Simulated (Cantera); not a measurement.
A closed system holds: 1 mol C₃H₈, 0.97 mol O₂, 19 mol N₂, at 1.80 Torr.

Equilibrium computed with Cantera from the NASA thermochemical tables; the gas is ideal and each condensed phase is pure. Candidate condensed phases: C, C₆H₆, C₇H₈, C₈H₁₈, H₂O; 136 gas species. Kinetics and transport are ignored.

Q: What share of the C ends up in condensed phases as a function of T (°C), at 1475, 1575, 1675, 1775, 1875, 1975, 2075, 2175, 2275, 2375, 2475, 2575?

A: 
```json
[
 {"T (°C)": "1475", "C condensed (%)": "33.9", "as": "C(graphite)"},
 {"T (°C)": "1575", "C condensed (%)": "33.0", "as": "C(graphite)"},
 {"T (°C)": "1675", "C condensed (%)": "31.6", "as": "C(graphite)"},
 {"T (°C)": "1775", "C condensed (%)": "29.8", "as": "C(graphite)"},
 {"T (°C)": "1875", "C condensed (%)": "27.5", "as": "C(graphite)"},
 {"T (°C)": "1975", "C condensed (%)": "24.6", "as": "C(graphite)"},
 {"T (°C)": "2075", "C condensed (%)": "21.4", "as": "C(graphite)"},
 {"T (°C)": "2175", "C condensed (%)": "17.8", "as": "C(graphite)"},
 {"T (°C)": "2275", "C condensed (%)": "13.3", "as": "C(graphite)"},
 {"T (°C)": "2375", "C condensed (%)": "4.8", "as": "C(graphite)"},
 {"T (°C)": "2475", "C condensed (%)": "0.0", "as": "-"},
 {"T (°C)": "2575", "C condensed (%)": "0.0", "as": "-"}
]
```
